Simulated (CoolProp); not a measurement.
n-heptane along the isobar 0.477 MPa: fugacity coefficient from the reference equation and from simpler models built on Tc = 541.2 K, pc = 2.774 MPa, ω = 0.349; each cubic takes its own stable root.

Computed with CoolProp (reference Helmholtz-energy equation of state, Span 2003). It is a short technical equation, of lower accuracy than the large ones.

```json
[
 {"T (K)": "508", "phase": "gas", "reference": "0.9247"},
 {"T (K)": "519.5", "phase": "gas", "reference": "0.9306"},
 {"T (K)": "531", "phase": "gas", "reference": "0.9359"},
 {"T (K)": "542.5", "phase": "gas", "reference": "0.9407"},
 {"T (K)": "554", "phase": "gas", "reference": "0.9451"},
 {"T (K)": "565.5", "phase": "gas", "reference": "0.9491"},
 {"T (K)": "577", "phase": "gas", "reference": "0.9527"},
 {"T (K)": "588.5", "phase": "gas", "reference": "0.9560"},
 {"T (K)": "600", "phase": "gas", "reference": "0.9590"}
]
```

Q: How far does each simpler model (van der Waals, Soave-Redlich-Kwong) lie from the reference over these 9 states: mean and median of the absolute difference, and the worst?

A: 
- van der Waals: mean 0.8 %, median 0.7 %, worst +1.7 % at 508 K and 0.477 MPa
- Soave-Redlich-Kwong: mean 0.2 %, median 0.2 %, worst +0.3 % at 508 K and 0.477 MPa
